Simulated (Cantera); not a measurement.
An adiabatic, constant-pressure homogeneous reactor starts with CO : H₂ : O₂ : N₂ : H₂O = 1 : 0.81 : 0.411 : 1.55 : 0.76 (molar parts), equivalence ratio 2.2, at 1175 K and 10.0 bar. Integrator tolerance rtol = 1e-08.

Cantera simulation using GRI-Mech 3.0 (53 species, 325 reactions); the numbers are that mechanism's predictions, not measurements. The hydrogen kinetics of GRI-Mech 3.0 are dated; newer H2 mechanisms differ, most at raised pressure.

| quantity | before | after |
|---|---|---|
| time of steepest temperature rise | 0.197 ms | 1.36 µs |
| temperature at 9.00 s | 2420 K | 2798 K |
| equilibrium temperature | 2420 K | 2798 K |
| x(CO) at 9.00 s | 0.154 (gas-phase equilibrium 0.154) | 0.159 (gas-phase equilibrium 0.159) |
| x(H₂) at 9.00 s | 0.0855 (gas-phase equilibrium 0.0855) | 0.0814 (gas-phase equilibrium 0.0814) |
| x(O₂) at 9.00 s | 1.89e-5 (gas-phase equilibrium 1.89e-5) | 0.000595 (gas-phase equilibrium 0.000595) |
| x(H₂O₂) at 9.00 s | 2.38e-8 (gas-phase equilibrium 2.38e-8) | 2.79e-7 (gas-phase equilibrium 2.79e-7) |
| x(O) at 9.00 s | 1.33e-5 (gas-phase equilibrium 1.33e-5) | 0.000417 (gas-phase equilibrium 0.000417) |
| x(H) at 9.00 s | 0.00163 (gas-phase equilibrium 0.00163) | 0.00737 (gas-phase equilibrium 0.00737) |
| x(OH) at 9.00 s | 0.00105 (gas-phase equilibrium 0.00105) | 0.00733 (gas-phase equilibrium 0.00733) |

Question: Name the change that produced these shifts.
A) initial temperature 1175 to 1223 K
B) initial temperature 1175 to 1800 K
C) CO 1 to 2.9 parts
D) initial temperature 1175 to 1700 K

Answer: D, initial temperature 1175 to 1700 K
